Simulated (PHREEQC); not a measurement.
## Acid mine or pickling water: speciation

Synthetic water in mg/L, 5 °C, pH 2.89, pe 8.1:

```csv
constituent,mg/L
Na,100
K,5.53
Ca,10.8
Mg,6.9
Cl,44.9
S(6) as SO4,337
Pb,16.9
```

Na is adjusted to close the charge balance.
Valence states are taken as typed.

The numbers come from PHREEQC with the ion-association model, phreeqc.dat.

This is a speciation only: nothing precipitates in the calculation.

Problem. Estimate the ionic strength, specific conductance.

Solution. ionic strength 0.0114 mol/kgw; specific conductance 760 µS/cm.

Problem. In which forms is Pb present?

Solution. Pb+2 56 %, PbSO4 42 %, PbCl+ 1.1 %, Pb(SO4)2-2 0.7 % of the Pb.

Examples of supersaturated solids here: Anglesite. Others may be too. At this temperature some constants are extrapolated from 25 °C, and those without enthalpy data are left unchanged.
